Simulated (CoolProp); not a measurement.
The fluid at 298.15 K and 11.3 MPa flows at 0.068 m/s in a round tube of 10 mm bore and 15 µm roughness, fully developed (64/Re and Nu = 3.66 if laminar; Colebrook and Gnielinski if turbulent). The same conditions are run with several fluids, on thermodynamics alone (safety and materials aside).

The numbers come from the reference Helmholtz-energy equation of state of each fluid (ethane: Bücker 2006; R125: Lemmon 2005; CH2F2 (R32): Tillner-Roth 1997) in CoolProp.

Rank ethane, R125, CH2F2 (R32) by Reynolds number, highest first.

CH2F2 (R32) (5230), ethane (4740), R125 (4700)

```
fluid        Darcy friction factor  pressure drop (Pa/m)  heat-transfer coefficient (W/(m² K))  mass flow (kg/h)
-----------  ---------------------  --------------------  ------------------------------------  ----------------
ethane                      0.0396                  3.59                                   220              7.54
R125                        0.0397                  11.8                                   200              24.8
CH2F2 (R32)                 0.0386                  9.02                                   353              19.4
```

Transport values come from each fluid's own correlations; those of CH2F2 (R32) are estimates that may be off by 10 % or more.
